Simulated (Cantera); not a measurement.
What does this Cantera script print?

```python
import numpy as np
import cantera as ct

gas_names = """
    C CO COS CO2 CS CS2 C2 C2O C3 C3O2 C4 C5 O O2 O3 S SO SO2 SO3 S2 S2O S8
""".split()
cond_names = """
    C(gr) S(cr1) S(cr2) S(L)
""".split()


# ... load() reads the species with a 1 bar reference pressure and builds the phases ...
atoms = {
    'CS2': {'C': 1, 'S': 2},
    'O2': {'O': 2},
    'SO2': {'S': 1, 'O': 2},
}
top_T = {'C(gr)': 4500}  # K; cautious upper limits of use, not melting points


# ... equilibrate(T, P, feed) seeds the gas with the atoms and calls Mixture.equilibrate('TP', solver="vcs", rtol=1e-11, max_steps=5000) ...
results = []
feed = {'CS2': 1, 'O2': 3.2, 'SO2': 0.0089}  # mol
T = 2400  # K
P = 10000  # Pa
mix = equilibrate(T, P, feed)
results.append((T, P, feed, dict(zip(mix.species_names, mix.species_moles))))
x = sorted(zip(gas.X, gas.species_names), reverse=True)
print(f"T = {T:g} K  P = {P:g} Pa  gas = {mix.phase_moles(0):.4g} mol")
print("   x: " + "  ".join(f"{s} {v:.3e}" for v, s in x if v > 1e-06))
print("   condensed (mol): " + ("  ".join(f"{mix.phase(i).name} {mix.phase_moles(i):.4g}"
      for i in range(1, mix.n_phases) if mix.phase_moles(i) > 1e-12) or "none"))
```

Output:

```
T = 2400 K  P = 10000 Pa  gas = 3.345 mol
   x: SO2 5.819e-01  CO2 2.448e-01  O2 9.205e-02  CO 5.415e-02  SO 1.846e-02  O 8.322e-03  S 1.546e-04  SO3 1.239e-04  S2 2.987e-06  S2O 1.351e-06
   condensed (mol): none
```

Equilibrium computed with Cantera from the NASA thermochemical tables; the gas is ideal and each condensed phase is pure.
